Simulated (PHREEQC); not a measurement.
A solution holds 2.3 mol MgCl2, 0.13 mol SrCl2, 0.14 mol KBr and 0.11 mol CaBr2 per kg of water, at 25 °C. Closed to the air; pH follows from the charge balance.

Equilibrium calculation in PHREEQC: Pitzer model, pitzer.dat.

Q: The ionic strength comes out as 7.76 mol/kgw. What activity coefficients do Mg+2, Sr+2, Br-, Ca+2, H+ get?

A: Mg+2 9.8, Sr+2 4.3, Br- 1.00, Ca+2 5.1, H+ 9.4. Single-ion values are on the MacInnes scale.

This is a speciation only: nothing precipitates in the calculation.
